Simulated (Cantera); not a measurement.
Ammonia decomposition in nitride growth gas

A perfectly stirred reactor is fed with NH3 : N2 = 1 : 0.28 (molar parts), at 0.350 bar; it is held at 1750 K, and followed from long to short residence time.

Cantera simulation using the gas-phase N/H chemistry of the illustrative SiF4/NH3 mechanism in the Surface Chemkin manual (1991); the numbers are that mechanism's predictions, not measurements. Walls and surfaces, which speed up NH3 decomposition in real reactors, are not modelled.

```
τ (s)   x NH3      x H       x N     x NH   x N2   x N2H4   x N2H2
------  -----  -------  --------  -------  -----  -------  -------
0.41    0.606  2.23e-5   4.83e-8  1.62e-6  0.246  9.41e-8  1.16e-6
0.24    0.667  1.42e-5   4.02e-8  1.59e-6  0.237  1.09e-7  1.35e-6
0.14    0.710  8.78e-6   3.10e-8  1.51e-6  0.230  1.21e-7  1.50e-6
0.081   0.738  5.31e-6   2.18e-8  1.40e-6  0.225  1.30e-7  1.59e-6
0.047   0.756  3.18e-6   1.42e-8  1.29e-6  0.223  1.37e-7  1.64e-6
0.027   0.766  1.87e-6   8.61e-9  1.18e-6  0.221  1.41e-7  1.65e-6
0.016   0.773  1.13e-6   5.21e-9  1.10e-6  0.220  1.41e-7  1.63e-6
0.0092  0.776  6.58e-7   3.00e-9  1.02e-6  0.219  1.37e-7  1.57e-6
0.0054  0.778  3.92e-7   1.75e-9  9.33e-7  0.219  1.28e-7  1.45e-6
0.0031  0.780  2.29e-7  9.80e-10  8.25e-7  0.219  1.12e-7  1.25e-6
```
x: mole fraction; the columns are a selection and need not sum to one.
